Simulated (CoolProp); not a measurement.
The numbers come from the reference Helmholtz-energy equation of state, Rui 2013 in CoolProp.

Q: For R236EA, give the phase and the Z, cp (kJ/(kg K)), isothermal compressibility (1/MPa), viscosity (µPa s) at 138.85 °C and 1.14 MPa.

A: 
- 138.85 °C and 1.14 MPa: gas; Z 0.874, cp 1.09, isothermal compressibility 1.02, viscosity 15.6

Viscosity comes from a separate model (Huber 2003), an estimate that may be off by 10 % or more.
